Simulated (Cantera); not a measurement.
Feed: 1 mol S, 3.8 mol O₂, at 10.0 mbar.

Method: chemical equilibrium by Gibbs-energy minimisation in Cantera with the NASA 1993 tables (ideal gas, pure condensed phases). Candidate condensed phases: S; 10 gas species. Equilibrium is a limit: real reactors are often held back by kinetics, nucleation or transport.

x: gas mole fraction; nothing condenses.

```
T (K)       x O    x O₂    x SO₂       x S      x SO  x SO₃
-----  --------  ------  -------  --------  --------  -----
1400    8.12e-6   0.737    0.262    <1e-12   1.90e-7    [?]
1600   0.000124   0.737    0.263  4.40e-11   4.88e-6    [?]
1800    0.00104   0.736    0.263   5.52e-9   6.07e-5    [?]
2000    0.00572   0.732    0.262   2.64e-7  0.000454    [?]
2200     0.0229   0.717    0.257   6.28e-6   0.00234    [?]
2400     0.0713   0.676    0.243   8.81e-5   0.00901    [?]
2600      0.178   0.586    0.209  0.000813    0.0265    [?]
2800      0.358   0.435    0.144   0.00514    0.0576    [?]
3000      0.573   0.256   0.0670    0.0213    0.0827    [?]
3200      0.740   0.118   0.0181    0.0537    0.0703    [?]
3400      0.826  0.0472  0.00319    0.0853    0.0381    [?]
```

### Question
Complete the blanks.

### Answer

- 1400, x SO₃: 0.00145
- 1600, x SO₃: 0.000523
- 1800, x SO₃: 0.000237
- 2000, x SO₃: 0.000126
- 2200, x SO₃: 7.37e-5
- 2400, x SO₃: 4.44e-5
- 2600, x SO₃: 2.49e-5
- 2800, x SO₃: 1.10e-5
- 3000, x SO₃: 3.02e-6
- 3200, x SO₃: 4.44e-7
- 3400, x SO₃: 4.06e-8
